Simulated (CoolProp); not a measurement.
Vapour-liquid equilibrium of n-heptane (1) + m-xylene (2) at 0.00225 MPa; x and y are mole fractions of (1).

Computed with CoolProp (multi-fluid Helmholtz-energy mixture model, Span 2003 and Zhou 2012; pair parameters Bell 2016).

### Question
Give the bubble temperature and the first vapour's composition at x = 0.05, 0.15, 0.25. Is there an azeotrope?

### Answer
x = 0.05: 305.8 K, y = 0.275; x = 0.15: 298.9 K, y = 0.553; x = 0.25: 294.5 K, y = 0.690. No azeotrope shows between x = 0.05 and 0.95.

Pair parameters are fitted to limited data, so mixtures are less certain than the pure fluids.
